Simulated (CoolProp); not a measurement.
50 sccm (0 °C, 1 atm) of nitrogen bubbles through liquid benzene at 310.2 K and leaves saturated at a total pressure of 0.15 MPa (ideal gas phase). Each further row changes one setting.

Model: reference Helmholtz-energy equation of state, Thol 2012, in CoolProp.

| case | vapour pressure (kPa) | mole fraction of vapour | delivery (mg/min) | delivery (sccm) | change of delivery for a bath 1 K warmer (%) |
|---|---|---|---|---|---|
| as stated | 21.6 | 0.144 | 29.3 | 8.40 | 5.0 |
| bath temperature 315.2 K | 26.5 | 0.177 | 37.4 | 10.7 | 5.0 |
| total pressure 0.3 MPa | 21.6 | 0.0719 | 13.5 | 3.88 | 4.6 |
